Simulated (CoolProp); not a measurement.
Vapour-liquid equilibrium of R141b (1) + n-pentane (2) at 220.3 K; x and y are mole fractions of (1).

The numbers come from the multi-fluid Helmholtz-energy mixture model, Lemmon 2006 and Thol 2019; pair parameters Bell 2016 in CoolProp.

Question: Give the bubble pressure and the first vapour's composition at x = 0.2, 0.5, 0.65. Is there an azeotrope?

Answer: x = 0.2: 0.001306 MPa, y = 0.303; x = 0.5: 0.001396 MPa, y = 0.521; x = 0.65: 0.001393 MPa, y = 0.623. y crosses x between x = 0.5 and 0.65: the model has an azeotrope there.

The pair parameters rest on a limited set of measurements; away from them the model extrapolates.
